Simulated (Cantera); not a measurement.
An adiabatic, constant-pressure homogeneous reactor starts with 15.7 % CH₄, 2.51 % H₂, 17.1 % O₂, 64.7 % N₂, at 1600 K and 110000 Pa.

Cantera simulation using GRI-Mech 3.0 (53 species, 325 reactions); the numbers are that mechanism's predictions, not measurements.

One state of this run: T (K) = 2658; x CH₄ = 2.85e-8; x H₂ = 0.147; x O₂ = 5.36e-5; x NO = 0.000343; x CH₂O = 1.06e-8. x: mole fraction; the columns are a selection and need not sum to one.

Q: Which value of t (s) does it belong to?
A. 0.000486
B. 7.00e-6
C. 0.0786
D. 1.00

A: A, 0.000486
